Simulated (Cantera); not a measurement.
Charge: 1 mol Cu2O, 0.53 mol H2, at 1775 K and 1 atm.

Cantera equilibrium calculation (NASA polynomials, part measured and part estimated; ideal gas, pure solids and liquids). Candidate condensed phases: Cu, CuO, Cu(OH)2, Cu2O, H2O; 12 gas species. Each liquid is taken as pure. Mutual solubility and eutectic melting of coexisting phases are not modelled. Kinetics and transport are ignored.

Base state: H2O 0.996, O2 0.00236, H2 0.000866, OH 0.000606, Cu 0.000399 (mole fractions); condensed: Cu(l) + Cu2O(l).

**Question.** What changes in the equilibrium state with this change: Cu2O replaced by NiS?

**Answer.** 
| species | before | after |
|---|---|---|
| H2 | 0.000866 | 0.594 |
| H2S | 0 | 0.259 |
| S2 | 0 | 0.135 |
| H2O | 0.996 | 0 |
| SH | 0 | 0.0115 |
| Cu | 0.000399 | 0 |
| NiS | 0 | 1.38e-5 |
| O2 | 0.00236 | 0 |
| OH | 0.000606 | 0 |
| S | 0 | 0.000221 |
| Cu(l), mol | 1.06 | 0 |
| Cu2O(l), mol | 0.468 | 0 |
| Ni3S2(l), mol | 0 | 0.333 |
Further candidate phases: Ni, NiS, NiS2, Ni3S2, Ni3S4, S.

**Question.** What changes in the equilibrium state with this change: temperature from 1775 K to 725 K?

**Answer.** 
| species | before | after |
|---|---|---|
| H2O | 0.996 | 1.00 |
| H2 | 0.000866 | 2.41e-7 |
| O2 | 0.00236 | <1e-9 |
| Cu | 0.000399 | <1e-9 |
| OH | 0.000606 | <1e-9 |
| Cu(l), mol | 1.06 | 0 |
| Cu2O(l), mol | 0.468 | 0 |
| Cu(s), mol | 0 | 1.06 |
| Cu2O(s), mol | 0 | 0.470 |
